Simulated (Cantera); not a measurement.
Charge: 1 mol V, 1 mol N2O, at 0.290 Pa.

Cantera equilibrium calculation (NASA polynomials, part measured and part estimated; ideal gas, pure solids and liquids). Candidate condensed phases: V, VN, VO, V2O3, V2O4, V2O5; 13 gas species. VO: taken at fixed stoichiometry. The numbers say what is thermodynamically allowed, not how fast it happens.

Task: Which condensed phases are stable at each of these points (T (K)): 1948, 1973, 1998, 2023, 2048, 2073, 2098, 2123, 2148, 2173, 2198?

Result: 
| T (K) | condensed phases | V condensed (%) |
|---|---|---|
| 1948 | VO(s) | 12.9 |
| 1973 | gas only | 0.0 |
| 1998 | gas only | 0.0 |
| 2023 | gas only | 0.0 |
| 2048 | gas only | 0.0 |
| 2073 | gas only | 0.0 |
| 2098 | gas only | 0.0 |
| 2123 | gas only | 0.0 |
| 2148 | gas only | 0.0 |
| 2173 | gas only | 0.0 |
| 2198 | gas only | 0.0 |

At 1948 K the condensed part is VO(s). From 1973 K to 2198 K nothing is condensed.
